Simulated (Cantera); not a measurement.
Mixture: CH3OH : O2 : N2 = 1 : 1.76 : 6.64 (molar parts), equivalence ratio 0.85, at 2400000 Pa, adiabatic and at constant volume. Ignition delay is the time to a rise of 400 K.

Detailed kinetics in Cantera: GRI-Mech 3.0 (53 species, 325 reactions). GRI-Mech 3.0 was tuned for natural gas; its chemistry of methanol as a main component is partial and can be far from experiment. The pressure lies above the range GRI-Mech 3.0 was tuned for (to about 10 atm).

**Question.** Predict: delay at 1150 K; delay at 1350 K; delay at 1550 K; delay at 1750 K; delay at 1950 K; apparent activation energy between 1850 and 2050 K.

**Answer.** 
```
Quantity                                                 Value
--------------------------------------------------  ----------
delay at 1150 K                                        2.01 ms
delay at 1350 K                                        87.5 µs
delay at 1550 K                                        9.61 µs
delay at 1750 K                                        1.97 µs
delay at 1950 K                                       0.581 µs
apparent activation energy between 1850 and 2050 K  170 kJ/mol
```
